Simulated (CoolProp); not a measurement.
The fluid at 298.15 K and 3.59 MPa expands adiabatically to 0.569 MPa with isentropic efficiency 0.85. The same conditions are run with several fluids, on thermodynamics alone (safety and materials aside).

Model: reference Helmholtz-energy equation of state of each fluid (C2F6 (R116): Lemmon 2006; carbon monoxide: Lemmon 2006; nitrogen: Span 2000; normal hydrogen: Leachman 2009), in CoolProp.

```csv
fluid,work (kJ/kg),final temperature (K),final phase,final density (kg/m³)
C2F6 (R116),11.4,234.6,"two-phase, vapour fraction 0.781",60.2
carbon monoxide,105,191.5,gas,10.2
nitrogen,106,191.9,gas,10.1
normal hydrogen,1500,191.7,gas,0.717
```
